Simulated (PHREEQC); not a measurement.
## Brine: speciation

Dissolve 2.2 mol/kgw KCl, 0.09 mol/kgw NaHCO3 and 0.77 mol/kgw NaCl at 50 °C. Closed to the air; pH follows from the charge balance.

Equilibrium calculation in PHREEQC: Pitzer model, pitzer.dat.

* **pH**: 7.56
* **ionic strength**: 3.06 mol/kgw
* **activity of water**: 0.898
* **density**: 1.106 g/cm³
* **osmotic coefficient**: 0.973
* **total alkalinity**: 90.0 meq/kg

| species | molality | activity | log γ |
|---|---|---|---|
| Cl- | 2.97 | 1.73 | -0.234 |
| K+ | 2.20 | 1.33 | -0.218 |
| Na+ | 0.860 | 0.623 | -0.140 |
| HCO3- | 0.0861 | 0.0466 | -0.267 |
| CO2 | 0.00193 | 0.00271 | 0.148 |
| CO3-2 | 0.00193 | 0.000110 | -1.244 |
| OH- | 2.87e-6 | 1.77e-6 | -0.209 |
| H+ | 2.17e-8 | 2.77e-8 | 0.106 |

Precipitation was switched off in this run. Complexes and solids missing from the database can't appear. In brines, pH and single-ion activities rest on the MacInnes convention. Constants without temperature data keep their 25 °C values here.
